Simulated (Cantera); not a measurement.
A closed system holds: 1 mol CH₃Cl, 0.16 mol H₂, held at 2677 °C and 0.000500 bar.

Cantera equilibrium calculation (NASA polynomials, part measured and part estimated; ideal gas, pure solids and liquids). Candidate condensed phases: C, C₆H₆, C₇H₈, C₈H₁₈; 91 gas species. Kinetics and transport are ignored.

Problem. What is the equilibrium state?

Solution. 
```json
{
  "x(H)": "0.677",
  "x(Cl)": "0.208",
  "x(C₃)": "0.0520",
  "x(C)": "0.0327",
  "x(H₂)": "0.0126",
  "x(C₂)": "0.00999",
  "x(HCl)": "0.00565",
  "x(C₂H)": "0.00159",
  "x(C₅)": "0.000223",
  "gas_amount": "4.678 mol",
  "log10 activity of C(graphite) (absent)": "-0.28"
}
```
